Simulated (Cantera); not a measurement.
A closed system holds: 1 mol SiH4, 0.035 mol C3H8, 1 mol H2, at 2400 °C and 100000 Pa.

Cantera equilibrium calculation (NASA polynomials, part measured and part estimated; ideal gas, pure solids and liquids). Candidate condensed phases: C, C6H6, C7H8, C8H18, Si, SiC; 87 gas species. Mutual solubility and eutectic melting of coexisting phases are not modelled. Gases not in the tables: Si2H6 and higher silanes. Rates play no part.

Base state: H2 0.923, H 0.0492, Si 0.0159, Si2C 0.00344, SiH 0.00316, C2H2 (acetylene) 0.00242, SiH2 0.00169, SiC2 0.000804 (mole fractions); condensed: Si(l) + SiC(s).

Q: What changes in the equilibrium state with this change: pressure from 100000 Pa to 1300 Pa?

A: 
```tsv
species	before	after
H2	0.923	0.486
H	0.0492	0.313
Si	0.0159	0.183
CH4	3.45e-5	1.09e-7
C	5.38e-7	3.62e-5
C3	2.63e-7	1.36e-5
Si(l), mol	0.830	0
SiC(s), mol	0.0720	0
```

Q: What changes in the equilibrium state with this change: SiH4 replaced by CH3SiCl3?

A: 
```
species           before     after
----------------  ------  --------
H2                 0.923     0.406
HCl                    0     0.363
SiCl2                  0     0.147
Cl                     0    0.0204
Si                0.0159   0.00557
H                 0.0492    0.0326
SiCl                   0   0.00826
SiCl3                  0   0.00337
C2HCl                  0  0.000116
SiHCl3                 0   4.85e-5
SiCl4                  0   4.12e-5
Si(l), mol         0.830         0
SiC(s), mol       0.0720     0.267
C(graphite), mol       0     0.735
```
The feed counts by its element totals alone. The tables' values for SiCl, SiCl3 are old estimates; treat these amounts as uncertain.

Q: What changes in the equilibrium state with this change: C3H8 from 0.035 to 0.8 mol?

A: 
| species | before | after |
|---|---|---|
| H2 | 0.923 | 0.920 |
| H | 0.0492 | 0.0492 |
| C2H2 (acetylene) | 0.00242 | 0.0197 |
| Si | 0.0159 | 0.00557 |
| C4H2 | 2.63e-6 | 0.000174 |
| Si3 | 8.74e-5 | 3.76e-6 |
| Si(l), mol | 0.830 | 0 |
| SiC(s), mol | 0.0720 | 0.922 |
| C(graphite), mol | 0 | 1.18 |
